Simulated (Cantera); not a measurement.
An isothermal, constant-pressure homogeneous reactor starts with H2 : O2 = 0.1 : 1 (molar parts), at 1350 K and 170 Pa.

Detailed kinetics in Cantera: the H2/O2 subset of GRI-Mech 3.0, which has no nitrogen chemistry. Radical loss at walls, strong at low pressure, is not modelled. The temperature is held fixed by assumption; the heat of reaction is taken as removed at once.

### Question
Predict: x(H2) at 100 s; x(O2) at 100 s; x(H) at 100 s; x(OH) at 100 s.

### Answer
```
Item                                               Result
--------------  -----------------------------------------
x(H2) at 100 s    3.54e-6 (gas-phase equilibrium 4.99e-7)
x(O2) at 100 s        0.905 (gas-phase equilibrium 0.905)
x(H) at 100 s     7.77e-7 (gas-phase equilibrium 4.11e-8)
x(OH) at 100 s  0.000339 (gas-phase equilibrium 0.000127)
```
